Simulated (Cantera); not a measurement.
Feed: 1 mol toluene, 0.027 mol H₂O, 0.42 mol CO₂, equilibrated at 2473.15 K and 10.0 mbar.

Method: chemical equilibrium by Gibbs-energy minimisation in Cantera with the NASA 1993 tables (ideal gas, pure condensed phases). Candidate condensed phases: C, C₆H₆, C₇H₈, C₈H₁₈, H₂O; 110 gas species. Kinetics and transport are ignored.

Base state: H₂ 0.652, H 0.180, CO 0.161, C₂H₂ (acetylene) 0.00629, C₂H 0.000118, C₃ 3.26e-5, C₄H₂ 2.50e-5, C 1.15e-5 (mole fractions); condensed: C(graphite).

**Question.** What changes in the equilibrium state with this change: temperature from 2473.15 K to 1375 K?

**Answer.** 
```csv
species,before,after
H₂,0.652,0.823
CO,0.161,0.177
CH₄,6.67e-7,3.37e-5
H,0.180,3.11e-5
C₂H,0.000118,<1e-9
C₃,3.26e-5,<1e-9
C₄H₂,2.50e-5,<1e-9
C,1.15e-5,<1e-9
C₂H₂ (acetylene),0.00629,1.46e-6
"C(graphite), mol",6.48,6.55
```

**Question.** What changes in the equilibrium state with this change: temperature from 2473.15 K to 2975 K?

**Answer.** 
```
species            before     after
----------------  -------  --------
H                   0.180     0.643
H₂                  0.652     0.194
CO                  0.161     0.114
C₃                3.26e-5    0.0238
C₂H₂ (acetylene)  0.00629    0.0112
C₅                8.62e-8  0.000404
C₄                1.81e-8   7.50e-5
C₂                2.99e-6   0.00241
C(graphite), mol     6.48      5.65
```
